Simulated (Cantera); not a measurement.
**Equilibrium for roasting and sulfation: FeS₂ + O₂ + N₂**

Feed: 1 mol FeS₂, 0.24 mol O₂, 13 mol N₂, at 725 K and 1 atm.

Method: chemical equilibrium by Gibbs-energy minimisation in Cantera with the NASA 1993 tables (ideal gas, pure condensed phases). Candidate condensed phases: Fe, FeO, FeS, FeSO₄, FeS₂, Fe₂O₃, Fe₂(SO₄)₃, Fe₃O₄, S; 19 gas species. Equilibrium is a limit: real reactors are often held back by kinetics, nucleation or transport.

| Quantity | Result |
|---|---|
| x(N₂) | 0.986 |
| x(SO₂) | 0.0136 |
| x(S₂) | 2.35e-5 |
| x(S₂O) | 2.76e-6 |
| n(FeS₂(s)) | 0.910 mol |
| n(Fe₃O₄(s)) | 0.0301 mol |
| gas amount | 13.18 mol |
| log10 activity of S(l) (absent) | -1.62 |
| log10 activity of FeSO₄(s) (absent) | -3.16 |
| log10 activity of Fe(α) (absent) | -6.50 |
